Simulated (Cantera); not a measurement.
A perfectly stirred reactor is fed with CH4 : H2O = 0.32 : 1.4 (molar parts), at 3.80 bar; it is held at 2075 K, and followed from long to short residence time.

Detailed kinetics in Cantera: GRI-Mech 3.0 (53 species, 325 reactions).

Task: Predict: x(CH4) at τ = 0.380 s; x(H2O) at τ = 0.380 s; x(OH) at τ = 0.380 s; x(CH3) at τ = 0.380 s; x(HCO) at τ = 0.380 s; x(CH4) at τ = 7.40 ms; x(H2O) at τ = 7.40 ms; x(OH) at τ = 7.40 ms; x(CH3) at τ = 7.40 ms; x(HCO) at τ = 7.40 ms.

Result: 
| Item | Value |
|---|---|
| x(CH4) at τ = 0.380 s | 0.000509 |
| x(H2O) at τ = 0.380 s | 0.435 |
| x(OH) at τ = 0.380 s | 0.000103 |
| x(CH3) at τ = 0.380 s | 2.04e-5 |
| x(HCO) at τ = 0.380 s | 1.16e-7 |
| x(CH4) at τ = 7.40 ms | 0.0112 |
| x(H2O) at τ = 7.40 ms | 0.475 |
| x(OH) at τ = 7.40 ms | 0.000117 |
| x(CH3) at τ = 7.40 ms | 0.000470 |
| x(HCO) at τ = 7.40 ms | 1.48e-7 |
